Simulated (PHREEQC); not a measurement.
Dissolve 0.21 mol/kgw HBr, 0.24 mol/kgw CaCl2 and 0.00013 mol/kgw KCl at 25 °C. Closed to the air; pH follows from the charge balance.

Equilibrium calculation in PHREEQC: ion-association model, phreeqc.dat.

Each row changes one thing in this solution. Precipitation was switched off in this run.

| case | pH | SI of Sylvite (KCl) |
|---|---|---|
| as made | 0.81 | -5.54 |
| diluted 2-fold with water | (withheld) | -6.08 |
| KCl replaced by K2SiO3 at the same molality | 0.81 | (withheld) |
| 0.0087 mol/kgw Mn(NO3)2 added | 0.81 | -5.54 |
| 0.0047 mol/kgw Na2S added | 0.82 | -5.54 |
| KCl from 0.00013 to 2.6e-05 mol/kgw | 0.81 | -6.24 |
| temperature from 25 to 50 °C | 0.81 | (withheld) |

### Question
Fill in the missing entries.

### Answer

- diluted 2-fold with water, pH: 1.09
- KCl replaced by K2SiO3 at the same molality, SI of Sylvite (KCl): -5.24
- temperature from 25 to 50 °C, SI of Sylvite (KCl): -5.67

The ionic strength passes 0.7 mol/kgw, the rough limit of the ion-association models, in as made; KCl replaced by K2SiO3 at the same molality; 0.0087 mol/kgw Mn(NO3)2 added; 0.0047 mol/kgw Na2S added; KCl from 0.00013 to 2.6e-05 mol/kgw; temperature from 25 to 50 °C. Some of these states are supersaturated (in Quartz (slow to form), for instance). Away from 25 °C the constants follow the database's enthalpies or fits; those with neither stay at their 25 °C values.
